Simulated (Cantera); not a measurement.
What does this Cantera script print?

```python
import numpy as np
import cantera as ct

gas = ct.Solution("gri30.yaml")
gas.TPX = 2050, 6900, {'CH4': 0.068, 'H2': 1, 'H': 0.0032}
reactor = ct.IdealGasConstPressureReactor(gas, energy="off", clone=False)
net = ct.ReactorNet([reactor])
net.rtol, net.atol = 1e-08, 1e-18
show = ['CH4', 'H2', 'H', 'C2H', 'C2H2', 'CH3']
times = np.geomspace(3e-05, 100, 10)

steps = ct.SolutionArray(gas, extra=["t"])
rows = []
print(f"{'t/s':>10s}{'T/K':>9s}{'P/Pa':>11s}" + "".join(f"{s:>11s}" for s in show))
for t in times:
    while net.time < t:
        t_next = net.step()
        steps.append(gas.state, t=t_next)
    rows.append([np.interp(t, steps.t, y) for y in (steps.T, steps.P, *steps(*show).X.T)])
    print(f"{t:10.3e}{rows[-1][0]:9.1f}{rows[-1][1]:11.4g}" + "".join(f"{x:11.3e}" for x in rows[-1][2:]))
rate = np.gradient(steps.T, steps.t)
print("integrator steps:", len(steps.t))
if steps.T.max() > steps.T[0] + 200:
    print(f"time of steepest temperature rise: {steps.t[rate.argmax()]:.4e} s")
gas.TPX = 2050, 6900, {'CH4': 0.068, 'H2': 1, 'H': 0.0032}
gas.equilibrate("TP")
print(f"equilibrium (TP): T = {gas.T:.1f} K  " + "  ".join(f"{s} {gas[s].X[0]:.3e}" for s in show))
```

Result:

```
       t/s      T/K       P/Pa        CH4         H2          H        C2H       C2H2        CH3
 3.000e-05   2050.0       6900  6.152e-02  9.351e-01  1.470e-03  5.351e-11  1.554e-06  1.875e-03
 1.592e-04   2050.0       6900  6.017e-02  9.347e-01  2.162e-03  4.111e-09  8.070e-05  2.696e-03
 8.446e-04   2050.0       6900  5.042e-02  9.364e-01  4.564e-03  3.510e-07  3.267e-03  4.751e-03
 4.481e-03   2050.0       6900  2.059e-02  9.519e-01  6.028e-03  2.616e-06  1.874e-02  2.534e-03
 2.378e-02   2050.0       6900  3.268e-03  9.606e-01  7.600e-03  4.878e-06  2.797e-02  5.048e-04
 1.262e-01   2050.0       6900  4.411e-04  9.615e-01  8.452e-03  5.716e-06  2.950e-02  7.576e-05
 6.694e-01   2050.0       6900  1.350e-04  9.616e-01  8.531e-03  5.802e-06  2.967e-02  2.340e-05
 3.552e+00   2050.0       6900  1.276e-04  9.616e-01  8.532e-03  5.803e-06  2.967e-02  2.212e-05
 1.885e+01   2050.0       6900  1.276e-04  9.616e-01  8.532e-03  5.803e-06  2.967e-02  2.212e-05
 1.000e+02   2050.0       6900  1.276e-04  9.616e-01  8.532e-03  5.803e-06  2.967e-02  2.212e-05
integrator steps: 1170
equilibrium (TP): T = 2050.0 K  CH4 1.277e-04  H2 9.616e-01  H 8.532e-03  C2H 5.803e-06  C2H2 2.967e-02  CH3 2.214e-05
```

Computed with Cantera and GRI-Mech 3.0 (53 species, 325 reactions). GRI-Mech 3.0 stops at C3 and has no aromatics, soot or wall deposition, so with more carbon than oxygen in the feed, carbon stays in small species such as C2H2 where larger ones or solid carbon would form.
